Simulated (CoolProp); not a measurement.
Carbon monoxide along the isobar 4970 kPa: Z from the reference equation and from simpler models built on Tc = 132.9 K, pc = 3498 kPa, ω = 0.050; each cubic takes its own stable root.

The numbers come from the reference Helmholtz-energy equation of state, Lemmon 2006 in CoolProp. It is a short technical equation, of lower accuracy than the large ones.

| T (K) | phase | reference | van der Waals | Redlich-Kwong | Soave-Redlich-Kwong | Peng-Robinson |
|---|---|---|---|---|---|---|
| 123.9 | liquid | 0.2312 | 0.3193 | 0.2458 | 0.2448 | 0.2183 |
| 133 | supercritical | 0.2531 | 0.3369 | 0.2799 | 0.2800 | 0.2526 |
| 142.2 | supercritical | 0.4016 | 0.4011 | ? | 0.4288 | 0.4008 |
| 151.4 | supercritical | 0.6049 | 0.5629 | 0.6013 | 0.6133 | 0.5804 |
| 160.6 | supercritical | 0.7034 | 0.6678 | 0.6982 | 0.7110 | 0.6778 |
| 169.7 | supercritical | ? | 0.7328 | 0.7608 | 0.7745 | 0.7422 |
| 178.9 | supercritical | 0.8125 | 0.7796 | 0.8063 | 0.8209 | 0.7898 |
| 188.1 | supercritical | 0.8473 | 0.8150 | 0.8409 | 0.8562 | 0.8264 |
| 197.2 | supercritical | 0.8744 | 0.8426 | 0.8676 | 0.8836 | 0.8551 |
| 206.4 | supercritical | 0.8964 | ? | 0.8894 | 0.9058 | 0.8786 |
| 215.6 | supercritical | 0.9143 | 0.8838 | 0.9071 | 0.9239 | 0.8979 |
| 224.8 | supercritical | 0.9292 | 0.8993 | 0.9217 | 0.9387 | 0.9139 |
| 233.9 | supercritical | 0.9415 | 0.9123 | 0.9338 | 0.9510 | 0.9273 |
| 243.1 | supercritical | 0.9520 | 0.9236 | 0.9441 | 0.9615 | 0.9388 |

Problem. Some entries are withheld; supply them.

Solution. 
- 142.2, Redlich-Kwong: 0.4182
- 169.7, reference: 0.7665
- 206.4, van der Waals: 0.8652
